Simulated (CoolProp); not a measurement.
Vapour-liquid equilibrium of benzene (1) + m-xylene (2) at 395.1 K; x and y are mole fractions of (1).

Values from CoolProp's multi-fluid Helmholtz-energy mixture model, Thol 2012 and Zhou 2012; pair parameters Bell 2016.

| x | bubble pressure (bar) | y at the bubble point | dew pressure at overall composition x (bar) | liquid density (mol/L) |
|---|---|---|---|---|
| 0.05 | 0.7510 | 0.204 | 0.6522 | 7.370 |
| 0.2 | 1.121 | 0.542 | 0.7483 | 7.676 |
| 0.35 | 1.487 | 0.713 | 0.8768 | 8.006 |
| 0.5 | 1.856 | 0.820 | 1.057 | 8.363 |
| 0.65 | 2.232 | 0.893 | 1.328 | 8.750 |
| 0.8 | 2.617 | 0.947 | 1.776 | 9.170 |
| 0.95 | 3.011 | 0.988 | 2.644 | 9.627 |

No azeotrope shows between x = 0.05 and 0.95.

The pair parameters rest on a limited set of measurements; away from them the model extrapolates.
